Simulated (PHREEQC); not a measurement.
# Buffer (model solution)

A solution holds 170 mmol/kgw NaHSO4, 10 mmol/kgw Na2HPO4 and 92 mmol/kgw NaCl, at 20 °C. Closed to the air; pH follows from the charge balance.

Model: ion-association model, phreeqc.dat, run in PHREEQC.

Precipitation was switched off in this run.

**Question.** Predict the pH, ionic strength, activity of water.

**Answer.** pH 1.30; ionic strength 0.391 mol/kgw; activity of water 0.990.

**Question.** In which forms is Na present?

**Answer.** Na+ 93 %, NaSO4- 6.8 % of the Na.
